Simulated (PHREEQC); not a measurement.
Dissolve 0.035 mol H2S, 0.02 mol NaHCO3 and 0.00078 mol ZnCl2 per kg of water at 25 °C. Closed to the air; pH follows from the charge balance.

Model: ion-association model, wateq4f.dat, run in PHREEQC.

**Question.** The ionic strength comes out as 0.0199 mol/kgw. What activity coefficients do Cl-, CO3-2, HS-, Zn(HS)3-, HCO3- get?

**Answer.** Cl- 0.87, CO3-2 0.59, HS- 0.87, Zn(HS)3- 0.87, HCO3- 0.87.

This is a speciation only: nothing precipitates in the calculation. Examples of supersaturated solids here: Sphalerite (slow to form). Others may be too. The polysulfide entries of wateq4f.dat were taken out for this run.
